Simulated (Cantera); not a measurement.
A closed system holds: 1 mol Ta2O5, 4.2 mol CO, 3.4 mol H2, equilibrated at 873 K and 0.133 bar.

These are equilibrium values from Cantera (NASA tables, ideal gas, pure condensed phases), not measurements of a reactor. Candidate condensed phases: C, C6H6, C7H8, C8H18, H2O, Ta, TaC, Ta2O5; 113 gas species. Rates play no part.

Base state: H2 0.450, CO 0.311, CO2 0.147, H2O 0.0795, CH4 0.0121 (mole fractions); condensed: C(graphite) + Ta2O5(s).

What changes in the equilibrium state with this change: CO from 4.2 to 0.73 mol?


| species | before | after |
|---|---|---|
| H2 | 0.450 | 0.786 |
| CO | 0.311 | 0.110 |
| H2O | 0.0795 | 0.0489 |
| CO2 | 0.147 | 0.0182 |
| CH4 | 0.0121 | 0.0370 |
| C(graphite), mol | 1.31 | 0.113 |
| Ta2O5(s), mol | 1.00 | 1.00 |
